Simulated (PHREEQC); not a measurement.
A solution holds 0.0097 mol/kgw FeCl3, 0.00017 mol/kgw MgSO4, 5e-05 mol/kgw NaF and 0.0073 mol/kgw NaCl, at 25 °C. Closed to the air; pH follows from the charge balance.

Computed with PHREEQC (ion-association model, phreeqc.dat).

This is a speciation only: nothing precipitates in the calculation.

Task: What pH, ionic strength does the model give?

Result: pH 2.37; ionic strength 0.0553 mol/kgw.

Task: In which forms is Cl present?

Result: Cl- 96 %, FeCl+2 3.9 %, FeCl2+ 0.5 % of the Cl.

Saturation is exceeded, for instance for Hematite (slow to form), Goethite (slow to form); the values hold only as long as no solid forms. Complexes and solids missing from the database can't appear. Fluoro complexes past AlF4- and FeF3 are missing from the database.
